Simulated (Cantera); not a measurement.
A closed system holds: 1 mol Fe2O3, 2600 mol H2, equilibrated at 0.130 bar.

Cantera equilibrium calculation (NASA polynomials, part measured and part estimated; ideal gas, pure solids and liquids). Candidate condensed phases: Fe, FeO, Fe(OH)2, Fe(OH)3, Fe2O3, Fe3O4, H2O; 12 gas species. Kinetics and transport are ignored.

### Question
At 2125 K, list the 4 most abundant gas species with their mole fractions, and the condensed phases.

### Answer
H2 0.988, H 0.0100, H2O 0.00115, Fe 0.000765. Condensed: gas only.
